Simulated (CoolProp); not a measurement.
Vapour-liquid equilibrium of CHF3 (R23) (1) + R152A (2) at 199 kPa; x and y are mole fractions of (1).

Computed with CoolProp (multi-fluid Helmholtz-energy mixture model, Penoncello 2003 and Outcalt 1996; pair parameters Bell 2016).

Problem. Give the bubble temperature and the first vapour's composition at x = 0.15, 0.25, 0.65. Is there an azeotrope?

Solution. x = 0.15: 244.1 K, y = 0.638; x = 0.25: 234.4 K, y = 0.798; x = 0.65: 213.0 K, y = 0.972. No azeotrope shows between x = 0.05 and 0.95.

Pair parameters are fitted to limited data, so mixtures are less certain than the pure fluids.
